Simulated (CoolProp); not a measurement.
Vapour-liquid equilibrium of R152A (1) + isobutane (2) at 11.6 bar; x and y are mole fractions of (1).

Model: multi-fluid Helmholtz-energy mixture model, Outcalt 1996 and Bücker 2006; pair parameters Bell 2016, in CoolProp.

```
x      bubble temperature (°C)  y at the bubble point  dew temperature at overall composition x (°C)  liquid density (mol/L)
-----  -----------------------  ---------------------  ---------------------------------------------  ----------------------
0.05                      67.6                  0.126                                           70.9                   8.504
0.125                     61.4                  0.271                                           67.7                   8.788
0.2                       56.8                  0.377                                           64.5                   9.048
0.275                     53.5                  0.456                                           61.2                   9.296
0.35                      51.0                  0.518                                           58.0                   9.543
0.425                     49.3                  0.569                                           54.8                   9.798
0.5                       48.0                  0.613                                           51.7                   10.07
0.575                     47.1                  0.654                                           49.1                   10.36
0.65                      46.5                  0.694                                           47.1                   10.69
0.725                     46.2                  0.736                                           46.2                   11.04
0.8                       46.2                  0.785                                           46.3                   11.43
0.875                     46.7                  0.845                                           47.1                   11.85
0.95                      48.0                  0.927                                           48.4                   12.30
```

y crosses x between x = 0.725 and 0.8: the model has an azeotrope there.

The pair parameters rest on a limited set of measurements; away from them the model extrapolates.
